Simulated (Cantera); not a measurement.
Cantera run, input and output.

```python
import numpy as np
import cantera as ct

gas = ct.Solution("SiF4_NH3_mec.yaml", "gas")
gas.TPX = 2325, 1300, {'NH3': 1, 'N2': 0.18}
reactor = ct.IdealGasConstPressureReactor(gas, energy="off", clone=False)
net = ct.ReactorNet([reactor])
net.rtol, net.atol = 1e-08, 1e-18
show = ['NH3', 'N2H2', 'N2H4', 'H', 'NH2', 'N2']
times = np.geomspace(8e-06, 4, 11)

steps = ct.SolutionArray(gas, extra=["t"])
rows = []
print(f"{'t/s':>10s}{'T/K':>9s}{'P/Pa':>11s}" + "".join(f"{s:>11s}" for s in show))
for t in times:
    while net.time < t:
        t_next = net.step()
        steps.append(gas.state, t=t_next)
    rows.append([np.interp(t, steps.t, y) for y in (steps.T, steps.P, *steps(*show).X.T)])
    print(f"{t:10.3e}{rows[-1][0]:9.1f}{rows[-1][1]:11.4g}" + "".join(f"{x:11.3e}" for x in rows[-1][2:]))
rate = np.gradient(steps.T, steps.t)
print("integrator steps:", len(steps.t))
if steps.T.max() > steps.T[0] + 200:
    print(f"time of steepest temperature rise: {steps.t[rate.argmax()]:.4e} s")
gas.TPX = 2325, 1300, {'NH3': 1, 'N2': 0.18}
gas.equilibrate("TP")
print(f"equilibrium (TP): T = {gas.T:.1f} K  " + "  ".join(f"{s} {gas[s].X[0]:.3e}" for s in show))
```

It prints:

```
       t/s      T/K       P/Pa        NH3       N2H2       N2H4          H        NH2         N2
 8.000e-06   2325.0       1300  8.474e-01  8.099e-11  5.287e-13  5.300e-06  3.359e-05  1.525e-01
 2.972e-05   2325.0       1300  8.473e-01  4.067e-09  1.134e-11  5.455e-06  1.389e-04  1.525e-01
 1.104e-04   2325.0       1300  8.467e-01  1.119e-07  1.743e-10  5.520e-06  5.292e-04  1.525e-01
 4.100e-04   2325.0       1300  8.446e-01  2.448e-06  2.374e-09  6.951e-06  1.939e-03  1.524e-01
 1.523e-03   2325.0       1300  8.345e-01  2.739e-05  1.954e-08  2.844e-05  5.551e-03  1.530e-01
 5.657e-03   2325.0       1300  7.859e-01  3.784e-05  2.236e-08  1.266e-04  5.938e-03  1.619e-01
 2.101e-02   2325.0       1300  6.315e-01  2.636e-05  1.261e-08  3.968e-04  4.459e-03  1.914e-01
 7.805e-02   2325.0       1300  3.138e-01  1.002e-05  4.059e-09  1.103e-03  2.531e-03  2.518e-01
 2.899e-01   2325.0       1300  4.448e-02  9.869e-07  2.572e-10  2.929e-03  6.374e-04  3.028e-01
 1.077e+00   2325.0       1300  2.307e-05  9.797e-11  4.929e-15  2.546e-02  2.806e-06  3.079e-01
 4.000e+00   2325.0       1300  7.731e-08  5.621e-14  5.103e-19  7.293e-02  2.868e-08  3.006e-01
integrator steps: 1972
equilibrium (TP): T = 2325.0 K  NH3 4.446e-08  N2H2 4.244e-14  N2H4 1.919e-19  H 7.668e-02  NH2 1.743e-08  N2 3.000e-01
```

Cantera simulation using the gas-phase N/H chemistry of the illustrative SiF4/NH3 mechanism in the Surface Chemkin manual (1991); the numbers are that mechanism's predictions, not measurements. Walls and surfaces, which speed up NH3 decomposition in real reactors, are not modelled.
